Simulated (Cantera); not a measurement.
**Equilibrium for carbon deposition, reforming and gasification: toluene + O2 + H2**

Charge: 1 mol toluene, 1.4 mol O2, 17 mol H2, at 2798.15 K and 16.0 mbar.

Equilibrium computed with Cantera from the NASA thermochemical tables; the gas is ideal and each condensed phase is pure. Candidate condensed phases: C, C6H6, C7H8, C8H18, H2O; 110 gas species. Rates play no part.

The x(H2) is 0.455 and the x(H) is 0.434. The x(CO) is 0.0917 and the x(C2H2 (acetylene)) comes out as 0.0151. The x(C3) is 0.00193, the x(C2H) is 0.00181 and the x(C) is 0.000404. The x(C4H2) is 0.000208 and the x(C2) is 0.000188. The n(C(graphite)) is 2.94 mol and the gas amount is 30.52 mol.
